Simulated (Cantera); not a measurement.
Feed: 1 mol Si, 0.25 mol CO2, 500 mol H2, 1.2 mol N2O, held at 1473 K and 1.50e-6 bar.

Equilibrium computed with Cantera from the NASA thermochemical tables; the gas is ideal and each condensed phase is pure. Candidate condensed phases: C, C6H6, C7H8, C8H18, H2O, Si, SiC, SiO2, Si2N2O, Si3N4; 151 gas species. Kinetics and transport are ignored.

Base state: H2 0.984, H 0.0102, N2 0.00238, SiO 0.00198, H2O 0.000891, CO 0.000495 (mole fractions); condensed: gas only.

Q: What changes in the equilibrium state with this change: CO2 from 0.25 to 0.38 mol?

A: 
```json
[
 {"species": "H2", "before": "0.984", "after": "0.984"},
 {"species": "H", "before": "0.0102", "after": "0.0102"},
 {"species": "N2", "before": "0.00238", "after": "0.00238"},
 {"species": "CO", "before": "0.000495", "after": "0.000752"},
 {"species": "H2O", "before": "0.000891", "after": "0.00115"},
 {"species": "SiO", "before": "0.00198", "after": "0.00198"}
]
```
